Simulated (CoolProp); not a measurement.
The fluoroketone C6F12O (FK-5-1-12) along the isobar 1.58 MPa: Z from the reference equation and from simpler models built on Tc = 441.8 K, pc = 1.869 MPa, ω = 0.471; each cubic takes its own stable root.

Values from CoolProp's reference Helmholtz-energy equation of state, McLinden 2015.

```
T (K)   phase  reference
-----  ------  ---------
242.6  liquid     0.1403
254    liquid     0.1364
265.4  liquid     0.1329
276.8  liquid     0.1299
288.2  liquid     0.1272
299.6  liquid     0.1249
311    liquid     0.1229
322.4  liquid     0.1213
333.8  liquid     0.1200
```

### Question
How far does each simpler model (van der Waals, Redlich-Kwong, Soave-Redlich-Kwong, Peng-Robinson) lie from the reference over these 9 states: mean and median of the absolute difference, and the worst?

### Answer
- van der Waals: mean 68.1 %, median 67.9 %, worst +69.8 % at 242.6 K and 1.58 MPa
- Redlich-Kwong: mean 16.2 %, median 15.9 %, worst +17.5 % at 333.8 K and 1.58 MPa
- Soave-Redlich-Kwong: mean 9.4 %, median 9.2 %, worst +10.3 % at 242.6 K and 1.58 MPa
- Peng-Robinson: mean 3.0 %, median 3.2 %, worst -3.4 % at 311 K and 1.58 MPa
